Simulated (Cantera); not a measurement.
A Cantera script and its output.

```python
import numpy as np
import cantera as ct

gas = ct.Solution("gri30.yaml")
gas.TPX = 1173, 3700, {'H2': 0.21, 'O2': 1}
inlet = ct.Reservoir(gas, clone=True)

reactor = ct.IdealGasConstPressureReactor(gas, energy="off", clone=False)
exhaust = ct.Reservoir(gas, clone=True)
tau = [4.4, 1.8, 0.7, 0.28, 0.11, 0.045, 0.018, 0.0073, 0.0029, 0.0012][0]
for a, b in ((inlet, reactor), (reactor, exhaust)):
    ct.MassFlowController(a, b, mdot=lambda t: reactor.mass / tau)
net = ct.ReactorNet([reactor])
show = ['H2', 'O2', 'H2O', 'HO2', 'OH']

rows = []
print(f"{'tau/s':>10s}{'T/K':>9s}" + "".join(f"{s:>11s}" for s in show))
for tau in [4.4, 1.8, 0.7, 0.28, 0.11, 0.045, 0.018, 0.0073, 0.0029, 0.0012]:
    net.initial_time = 0.0
    net.advance(30 * tau)
    before = gas.X
    net.advance(40 * tau)
    drift = np.max(np.abs(gas.X - before) / (gas.X + 1e-9))
    rows.append([gas.T, *gas[show].X, drift])
    print(f"{tau:10.3e}{gas.T:9.1f}" + "".join(f"{x:11.3e}" for x in gas[show].X))
```

Output:

```
     tau/s      T/K         H2         O2        H2O        HO2         OH
 4.400e+00   1173.0  1.182e-04  8.095e-01  1.896e-01  3.049e-06  5.666e-04
 1.800e+00   1173.0  2.098e-04  8.092e-01  1.893e-01  4.745e-06  7.646e-04
 7.000e-01   1173.0  3.813e-04  8.087e-01  1.889e-01  7.223e-06  1.051e-03
 2.800e-01   1173.0  6.745e-04  8.078e-01  1.882e-01  1.030e-05  1.437e-03
 1.100e-01   1173.0  1.193e-03  8.062e-01  1.870e-01  1.396e-05  1.982e-03
 4.500e-02   1173.0  2.038e-03  8.036e-01  1.849e-01  1.766e-05  2.704e-03
 1.800e-02   1173.0  3.493e-03  7.990e-01  1.812e-01  2.118e-05  3.715e-03
 7.300e-03   1173.0  5.885e-03  7.916e-01  1.746e-01  2.387e-05  5.034e-03
 2.900e-03   1173.0  9.937e-03  7.801e-01  1.629e-01  2.524e-05  6.698e-03
 1.200e-03   1173.0  1.632e-02  7.673e-01  1.460e-01  2.499e-05  8.426e-03
```

Cantera simulation using GRI-Mech 3.0 (53 species, 325 reactions); the numbers are that mechanism's predictions, not measurements. Radical loss at walls, strong at low pressure, is not modelled. The temperature is held fixed by assumption; the heat of reaction is taken as removed at once.
